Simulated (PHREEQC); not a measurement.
0.023 g of hydrous ferric oxide (600 m²/g; 0.2 weak and 0.005 strong sites per Fe, Dzombak-Morel constants, diffuse double layer) in 1 kg of water with 0.001 mol/kgw of an inert sodium salt and 0.00017 mmol/kgw PbCl2, at 25 °C; the pH is set by adding NaOH or the inert anion's acid. Oxygen is held at 0.21 atm. The system is closed to CO2. No solid was allowed to form.

Equilibrium calculation in PHREEQC: ion-association model, wateq4f.dat.

Predict surface charge σ (C/m²) at pH = 5, 9, 11.


| pH | surface charge σ (C/m²) |
|---|---|
| 5 | 0.050 |
| 9 | -0.004 |
| 11 | -0.054 |

The oxide is taken as insoluble; below pH 4 it would dissolve.
